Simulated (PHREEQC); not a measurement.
Polishing slurry liquid (model solution)

Solution (20 °C): 0.0013 mol K2CO3, 0.0023 mol KNO3 and 0.00034 mol CO2 per kg of water. Closed to the air; pH follows from the charge balance.

All values are PHREEQC results (ion-association model, phreeqc.dat), not measurements.

This is a speciation only: nothing precipitates in the calculation.

Problem. What pH, specific conductance does the model give?

Solution. pH 10.28; specific conductance 589 µS/cm.

Problem. In which forms is C present?

Solution. CO3-2 50 %, HCO3- 50 % of the C.

Complexes and solids missing from the database can't appear.
